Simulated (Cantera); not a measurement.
A freely propagating, adiabatic, planar premixed flame of H2 : O2 : N2 = 1 : 0.179 : 0.857 (molar parts), equivalence ratio 2.8, unburnt at 425 K and 0.520 bar; mixture-averaged transport, grid criteria slope 0.08 and curve 0.16, no radiation.

Computed with Cantera and the H2/O2 subset of GRI-Mech 3.0, which has no nitrogen chemistry. Burning velocities carry a grid error of a few per cent, more on coarse grids.

Task: What does this change do: 0.049 parts H2O added?

Result: 
```tsv
quantity	before	after
laminar burning velocity	345 cm/s	328 cm/s
thermal thickness	1.02 mm	0.989 mm
peak x(O)	0.00132	0.00118
peak x(H)	0.0598	0.0544
peak x(HO2)	0.000196	0.000212
```
